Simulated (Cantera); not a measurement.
# Equilibrium for nitride etching: BN + H2O + N2

Feed: 1 mol BN, 15 mol H2O, 13 mol N2, held at 0.00850 bar.

Equilibrium computed with Cantera from the NASA thermochemical tables; the gas is ideal and each condensed phase is pure. Candidate condensed phases: B, BN, B2O3, B3O3H3, H2O; 39 gas species. Gases not in the tables: H3BO3. Equilibrium is a limit: real reactors are often held back by kinetics, nucleation or transport.

```csv
T (K),x N2,x H2O,x H2,x HBO2,x H,n B2O3(l)
1050,0.474,0.472,0.0526,0.000529,2.02e-8,0.464
1150,0.473,0.471,0.0526,0.00294,1.86e-7,0.440
1250,0.471,0.464,0.0523,0.0122,1.20e-6,0.313
1350,0.466,0.448,0.0517,0.0340,5.88e-6,0
1450,0.466,0.448,0.0517,0.0343,2.33e-5,0
1550,0.465,0.448,0.0517,0.0343,7.77e-5,0
1650,0.465,0.448,0.0517,0.0342,0.000224,0
1750,0.465,0.448,0.0516,0.0341,0.000573,0
1850,0.465,0.447,0.0517,0.0339,0.00133,0
1950,0.464,0.444,0.0523,0.0336,0.00284,0
2050,0.462,0.437,0.0547,0.0331,0.00575,0
```
x: gas mole fraction; n: condensed amount in mol.

From 1050 K to 1250 K the condensed part is B2O3(l). From 1350 K to 2050 K nothing is condensed.
